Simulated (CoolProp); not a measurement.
Vapour-liquid equilibrium of R1234yf (1) + R227EA (2) at 46.65 °C; x and y are mole fractions of (1).

Computed with CoolProp (multi-fluid Helmholtz-energy mixture model, Lemmon 2022 and Lemmon 2016; pair parameters Bell 2016).

Problem. Give the bubble pressure and the first vapour's composition at x = 0.125, 0.575, 0.65. Is there an azeotrope?

Solution. x = 0.125: 885.3 kPa, y = 0.158; x = 0.575: 1045 kPa, y = 0.635; x = 0.65: 1072 kPa, y = 0.705. No azeotrope shows between x = 0.05 and 0.95.

Pair parameters are fitted to limited data, so mixtures are less certain than the pure fluids.
